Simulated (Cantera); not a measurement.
A freely propagating, adiabatic, planar premixed flame of 5.81 % CH₄, 4.36 % CO, 18.9 % O₂, 70.9 % N₂, equivalence ratio 0.73, unburnt at 523 K and 503 Torr; mixture-averaged transport, grid criteria slope 0.08 and curve 0.16, no radiation.

Computed with Cantera and GRI-Mech 3.0 (53 species, 325 reactions). Burning velocities carry a grid error of a few per cent, more on coarse grids.

Problem. Predict: laminar burning velocity; thermal thickness; peak x(C₂H₂); peak x(HCN).

Solution. 
```
Quantity                     Result
------------------------  ---------
laminar burning velocity  92.3 cm/s
thermal thickness          0.576 mm
peak x(C₂H₂)                5.45e-6
peak x(HCN)                 2.38e-7
```
